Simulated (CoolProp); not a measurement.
Vapour-liquid equilibrium of C2F6 (R116) (1) + R134a (2) at 0.486 MPa; x and y are mole fractions of (1).

Model: multi-fluid Helmholtz-energy mixture model, Lemmon 2006 and Tillner-Roth 1994; pair parameters Bell 2016, in CoolProp.

```json
[
 {"x": "0.05", "bubble temperature, mixture model (°C)": "-0.8", "bubble temperature, Raoult's law (°C)": "8.3", "y, mixture model": "?", "y, Raoult's law": "0.235"},
 {"x": "0.15", "bubble temperature, mixture model (°C)": "-20.9", "bubble temperature, Raoult's law (°C)": "-2.5", "y, mixture model": "0.743", "y, Raoult's law": "0.533"},
 {"x": "0.25", "bubble temperature, mixture model (°C)": "-29.9", "bubble temperature, Raoult's law (°C)": "-11.0", "y, mixture model": "0.836", "y, Raoult's law": "0.702"},
 {"x": "0.35", "bubble temperature, mixture model (°C)": "-33.9", "bubble temperature, Raoult's law (°C)": "-17.8", "y, mixture model": "0.871", "y, Raoult's law": "0.805"},
 {"x": "0.45", "bubble temperature, mixture model (°C)": "?", "bubble temperature, Raoult's law (°C)": "-23.5", "y, mixture model": "0.887", "y, Raoult's law": "0.871"},
 {"x": "0.55", "bubble temperature, mixture model (°C)": "-37.2", "bubble temperature, Raoult's law (°C)": "-28.2", "y, mixture model": "0.898", "y, Raoult's law": "0.915"},
 {"x": "0.65", "bubble temperature, mixture model (°C)": "-38.3", "bubble temperature, Raoult's law (°C)": "-32.3", "y, mixture model": "0.909", "y, Raoult's law": "0.946"},
 {"x": "0.75", "bubble temperature, mixture model (°C)": "-39.4", "bubble temperature, Raoult's law (°C)": "-35.8", "y, mixture model": "0.922", "y, Raoult's law": "0.967"},
 {"x": "0.85", "bubble temperature, mixture model (°C)": "-40.7", "bubble temperature, Raoult's law (°C)": "-38.9", "y, mixture model": "0.943", "y, Raoult's law": "0.983"},
 {"x": "0.95", "bubble temperature, mixture model (°C)": "?", "bubble temperature, Raoult's law (°C)": "-41.6", "y, mixture model": "0.976", "y, Raoult's law": "0.995"}
]
```

Problem. Fill in the missing entries.

Solution. 
- 0.05, y, mixture model: 0.411
- 0.45, bubble temperature, mixture model (°C): -36.0
- 0.95, bubble temperature, mixture model (°C): -42.2

The largest gap from Raoult's law is -18.9 K in bubble temperature, at x = 0.25. No azeotrope shows between x = 0.05 and 0.95.

Pair parameters are fitted to limited data, so mixtures are less certain than the pure fluids. With so large a gap from Raoult's law the liquid may split in two, which this calculation doesn't test in full.
